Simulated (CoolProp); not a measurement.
Model: reference Helmholtz-energy equation of state, Bücker 2006, in CoolProp.

Question: Give the vapour pressure (bar), surface tension (mN/m), vapour viscosity (µPa s), liquid conductivity (mW/(m K)) of saturated n-butane at 353.7 K.

Answer: 
| T (K) | p (bar) | surface tension (mN/m) | vapour viscosity (µPa s) | liquid conductivity (mW/(m K)) |
|---|---|---|---|---|
| 353.7 | 10.2 | 5.95 | 9.11 | 84.3 |

Viscosity comes from a separate model (Vogel 1999). Thermal conductivity comes from a separate model (Perkins 2002). Surface tension comes from a separate correlation (Mulero 2012).
